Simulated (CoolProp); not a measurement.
A Linde-Hampson liquefier for normal hydrogen: isothermal reversible compression at 230 K from 1 atm to 15 MPa, throttling to 1 atm, return gas leaving the recuperator 5 K below the feed. Each further row changes one setting.

Values from CoolProp's reference Helmholtz-energy equation of state, Leachman 2009.

```
case                        compression work (kJ/kg of gas)
--------------------------  -------------------------------
as stated                                              4840
high pressure 30 MPa                                   5600
warm-end temperature 260 K                             5460
warm-end gap 10 K                                      4840
```
